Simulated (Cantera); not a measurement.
An adiabatic, constant-pressure homogeneous reactor starts with C3H8 : O2 : N2 = 1 : 6.17 : 23.2 (molar parts), equivalence ratio 0.81, at 1400 K and 3.10 bar. Integrator tolerance rtol = 1e-08.

Computed with Cantera and GRI-Mech 3.0 (53 species, 325 reactions). GRI-Mech 3.0 was tuned for natural gas; its chemistry of propane as a main component is partial and can be far from experiment.

Problem. What does this change do: C3H8 1 to 2.2 parts?

Solution. 
```csv
quantity,before,after
time of steepest temperature rise,0.126 ms,0.137 ms
temperature at 4.00 s,2708 K,2635 K
equilibrium temperature,2708 K,2635 K
x(C3H8) at 4.00 s,<1e-12 (gas-phase equilibrium <1e-12),<1e-12 (gas-phase equilibrium <1e-12)
x(O2) at 4.00 s,0.0382 (gas-phase equilibrium 0.0382),5.46e-5 (gas-phase equilibrium 5.46e-5)
x(NO2) at 4.00 s,7.18e-6 (gas-phase equilibrium 7.18e-6),8.95e-9 (gas-phase equilibrium 8.95e-9)
x(CH3) at 4.00 s,<1e-12 (gas-phase equilibrium <1e-12),3.23e-11 (gas-phase equilibrium 3.63e-11)
x(CH4) at 4.00 s,<1e-12 (gas-phase equilibrium <1e-12),2.36e-11 (gas-phase equilibrium 2.65e-11)
x(H) at 4.00 s,0.00235 (gas-phase equilibrium 0.00235),0.00810 (gas-phase equilibrium 0.00810)
```
